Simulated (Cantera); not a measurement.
Cantera run:

```python
import numpy as np
import cantera as ct

gas_names = """
    CL CL2 H HCL H2 N NH NH2 NH3 N2 N2H2 N2H4 Si SiCL SiCL2 SiCL3 SiCL4 SiH SiHCL3 SiH2 SiH2CL2 SiH3
    SiH3CL SiH4 SiN Si2 Si2N Si3
""".split()
cond_names = """
    NH4CL(a) NH4CL(b) Si(cr) Si(L) Si3N4(a)
""".split()


# ... load() reads the species with a 1 bar reference pressure and builds the phases ...
atoms = {
    'SiCl4': {'Si': 1, 'CL': 4},
    'NH3': {'N': 1, 'H': 3},
}
top_T = {'Si3N4(a)': 2400}  # K; cautious upper limits of use, not melting points


# ... equilibrate(T, P, feed) seeds the gas with the atoms and calls Mixture.equilibrate('TP', solver="vcs", rtol=1e-11, max_steps=5000) ...
results = []
T = 1950  # K
P = 13332.2  # Pa
for m in [4.2, 5.6, 7.6, 10, 14, 19, 25, 34, 45]:
    feed = {'SiCl4': 1, 'NH3': m}  # mol
    mix = equilibrate(T, P, feed)
    results.append((T, P, feed, dict(zip(mix.species_names, mix.species_moles))))

top = {s: max(r[3][s] / sum(r[3][g] for g in gas_names) for r in results) for s in gas_names}
cols = sorted((s for s in top if top[s] > 1e-05), key=lambda s: -top[s])[:9]
seen = [c for c in cond_names if any(r[3].get(c, 0) > 1e-12 for r in results)]
print("log10 of partial pressures in bar; condensed amounts in mol")
print(f"{'n(NH3)':>10s}" + "".join(f"{s[:9]:>10s}" for s in cols + seen))
for T, P, feed, n in results:
    ng = sum(n[g] for g in gas_names)
    print(f"{feed['NH3']:10.4g}" + "".join(f"{np.log10(max(n[s] / ng * P / 1e5, 1e-99)):10.3f}" for s in cols)
          + "".join(f"{n.get(c, 0):10.4g}" for c in seen))
```

Result:

```
log10 of partial pressures in bar; condensed amounts in mol
    n(NH3)        H2        N2       HCL     SiCL2         H     SiCL3        CL      SiCL        Si     Si(L)
       4.2    -1.168    -1.570    -1.597    -1.907    -3.525    -3.480    -4.079    -4.341    -4.908         0
       5.6    -1.127    -1.549    -1.699    -2.009    -3.504    -3.704    -4.201    -4.321    -4.767         0
       7.6    -1.095    -1.531    -1.811    -2.123    -3.488    -3.947    -4.330    -4.307    -4.624         0
        10    -1.076    -1.519    -1.877    -2.274    -3.479    -4.173    -4.405    -4.382    -4.623   0.09468
        14    -1.058    -1.508    -1.966    -2.470    -3.469    -4.468    -4.504    -4.481    -4.623    0.2118
        19    -1.045    -1.500    -2.055    -2.659    -3.463    -4.752    -4.598    -4.575    -4.623    0.3153
        25    -1.035    -1.495    -2.139    -2.838    -3.458    -5.019    -4.687    -4.664    -4.623    0.4033
        34    -1.027    -1.490    -2.240    -3.047    -3.454    -5.333    -4.792    -4.769    -4.623    0.4937
        45    -1.022    -1.487    -2.336    -3.245    -3.451    -5.630    -4.891    -4.868    -4.623    0.5663
```

Cantera equilibrium calculation (NASA polynomials, part measured and part estimated; ideal gas, pure solids and liquids). The tables' values for SiCl3, SiCl are old estimates; treat these amounts as uncertain. Gases not in the tables: Si2H6 and higher silanes.
